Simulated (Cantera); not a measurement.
A Cantera script and its output.

```python
import numpy as np
import cantera as ct

gas = ct.Solution("gri30.yaml")
gas.TPX = 550, 310000, {'H2': 1, 'O2': 0.862, 'N2': 3.24}
inlet = ct.Reservoir(gas, clone=True)
gas.equilibrate("HP")  # start burning
reactor = ct.IdealGasConstPressureReactor(gas, energy="on", clone=False)
exhaust = ct.Reservoir(gas, clone=True)
tau = [0.033, 0.016, 0.0081, 0.004, 0.002, 0.00098, 0.00048, 0.00024, 0.00012, 5.9e-05, 2.9e-05, 1.4e-05, 7.1e-06][0]
for a, b in ((inlet, reactor), (reactor, exhaust)):
    ct.MassFlowController(a, b, mdot=lambda t: reactor.mass / tau)
net = ct.ReactorNet([reactor])
show = ['H2', 'O2', 'H2O2', 'HO2', 'OH']

rows = []
print(f"{'tau/s':>10s}{'T/K':>9s}" + "".join(f"{s:>11s}" for s in show))
for tau in [0.033, 0.016, 0.0081, 0.004, 0.002, 0.00098, 0.00048, 0.00024, 0.00012, 5.9e-05, 2.9e-05, 1.4e-05, 7.1e-06]:
    net.initial_time = 0.0
    net.advance(30 * tau)
    before = gas.X
    net.advance(40 * tau)
    drift = np.max(np.abs(gas.X - before) / (gas.X + 1e-9))
    rows.append([gas.T, *gas[show].X, drift])
    print(f"{tau:10.3e}{gas.T:9.1f}" + "".join(f"{x:11.3e}" for x in gas[show].X))
```

It prints:

```
     tau/s      T/K         H2         O2       H2O2        HO2         OH
 3.300e-02   2007.0  2.245e-04  7.803e-02  2.306e-07  3.196e-06  2.191e-03
 1.600e-02   2005.0  3.040e-04  7.799e-02  2.561e-07  3.669e-06  2.467e-03
 8.100e-03   2001.9  4.330e-04  7.791e-02  2.967e-07  4.497e-06  2.866e-03
 4.000e-03   1996.9  6.541e-04  7.780e-02  3.620e-07  6.005e-06  3.446e-03
 2.000e-03   1989.5  1.004e-03  7.766e-02  4.541e-07  8.488e-06  4.193e-03
 9.800e-04   1978.0  1.575e-03  7.750e-02  5.832e-07  1.260e-05  5.148e-03
 4.800e-04   1961.0  2.466e-03  7.737e-02  7.547e-07  1.900e-05  6.274e-03
 2.400e-04   1936.6  3.775e-03  7.732e-02  9.740e-07  2.828e-05  7.479e-03
 1.200e-04   1901.2  5.692e-03  7.746e-02  1.271e-06  4.150e-05  8.683e-03
 5.900e-05   1849.6  8.508e-03  7.799e-02  1.721e-06  5.993e-05  9.717e-03
 2.900e-05   1778.1  1.256e-02  7.930e-02  2.478e-06  8.384e-05  1.027e-02
 1.400e-05   1679.3  1.907e-02  8.232e-02  4.013e-06  1.152e-04  9.995e-03
 7.100e-06   1553.3  3.129e-02  8.906e-02  7.307e-06  1.572e-04  8.593e-03
```

Model: GRI-Mech 3.0 (53 species, 325 reactions), integrated in Cantera. The hydrogen kinetics of GRI-Mech 3.0 are dated; newer H2 mechanisms differ, most at raised pressure.
